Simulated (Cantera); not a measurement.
Input: 1 mol BCl3, 4.3 mol O2, 140 mol N2, at 0.000580 bar.

These are equilibrium values from Cantera (NASA tables, ideal gas, pure condensed phases), not measurements of a reactor. Candidate condensed phases: B, BN, B2O3; 25 gas species. The tables' values for BOCl are old estimates; treat these amounts as uncertain. Kinetics and transport are ignored.

log p: log10 of the partial pressure in bar; n: condensed amount in mol.

```
T (K)  log p N2  log p O2  log p O  log p Cl  log p BO2  n B2O3(l)
-----  --------  --------  -------  --------  ---------  ---------
1273      -3.26     -4.85    -9.39     -5.01          ?      0.474
1423      -3.26     -4.86    -8.30     -4.94          ?          0
1573      -3.26     -4.86    -7.41     -4.93          ?          0
1723      -3.26     -4.87    -6.68     -4.93          ?          0
1873      -3.26     -4.90    -6.07     -4.93          ?          0
2023      -3.26     -4.95    -5.57     -4.93          ?          0
2173      -3.26     -5.05    -5.17     -4.93          ?          0
2323      -3.27     -5.24    -4.87     -4.93          ?          0
```

Question: Fill in the missing entries.

Answer: 
- 1273, log p BO2: -8.22
- 1423, log p BO2: -6.96
- 1573, log p BO2: -6.50
- 1723, log p BO2: -6.14
- 1873, log p BO2: -5.86
- 2023, log p BO2: -5.68
- 2173, log p BO2: -5.61
- 2323, log p BO2: -5.70
